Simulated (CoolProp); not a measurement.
Vapour-liquid equilibrium of R134a (1) + R245fa (2) at -24.05 °C; x and y are mole fractions of (1).

Values from CoolProp's multi-fluid Helmholtz-energy mixture model, Tillner-Roth 1994 and Akasaka 2015; pair parameters Akasaka 2014.

Q: Give the bubble pressure and the first vapour's composition at x = 0.125, 0.275, 0.65. Is there an azeotrope?

A: x = 0.125: 0.2764 bar, y = 0.500; x = 0.275: 0.4182 bar, y = 0.723; x = 0.65: 0.7714 bar, y = 0.924. No azeotrope shows between x = 0.05 and 0.95.

The pair parameters rest on a limited set of measurements; away from them the model extrapolates.
